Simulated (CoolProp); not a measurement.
Vapour-liquid equilibrium of cyclopentane (1) + octamethylcyclotetrasiloxane (D4) (2) at 0.07 MPa; x and y are mole fractions of (1).

Model: multi-fluid Helmholtz-energy mixture model, Gedanitz 2015 and Thol 2015; pair parameters Bell 2016, in CoolProp.

Task: Give the bubble temperature and the first vapour's composition at x = 0.05, 0.65, 0.95. Is there an azeotrope?

Result: x = 0.05: 417.2 K, y = 0.419; x = 0.65: 327.0 K, y = 0.996; x = 0.95: 313.2 K, y = 1.000. No azeotrope shows between x = 0.05 and 0.95.

The pair parameters rest on a limited set of measurements; away from them the model extrapolates.
